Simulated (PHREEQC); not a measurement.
Solution (20 °C): 0.2 mol NaHCO3 per kg of water. Closed to the air; pH follows from the charge balance.

Model: Pitzer model, pitzer.dat, run in PHREEQC.

Task: The ionic strength comes out as 0.203 mol/kgw. What activity coefficients do HCO3-, CO3-2, Na+ get?

Result: HCO3- 0.80, CO3-2 0.19, Na+ 0.71. Single-ion values are on the MacInnes scale.

No solid was allowed to form.
